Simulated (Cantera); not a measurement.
Mixture: CH4 : CO : O2 : N2 = 1 : 0.045 : 3.97 : 14.9 (molar parts), equivalence ratio 0.51, at 7500 Torr, adiabatic and at constant volume. Ignition delay is the time to a rise of 400 K.

Cantera simulation using GRI-Mech 3.0 (53 species, 325 reactions); the numbers are that mechanism's predictions, not measurements.

**Question.** What does this change do: N2 14.9 to 11 parts?

**Answer.** 
| quantity | before | after |
|---|---|---|
| delay at 1173 K | 5.04 ms | 3.95 ms |
| delay at 1273 K | 1.45 ms | 1.13 ms |
| delay at 1373 K | 0.482 ms | 0.374 ms |
| delay at 1473 K | 0.179 ms | 0.140 ms |
| delay at 1573 K | 73.7 µs | 58.4 µs |
| delay at 1673 K | 33.5 µs | 27.0 µs |
| delay at 1773 K | 16.7 µs | 13.6 µs |
| apparent activation energy between 1573 and 1773 K | 170 kJ/mol | 170 kJ/mol |
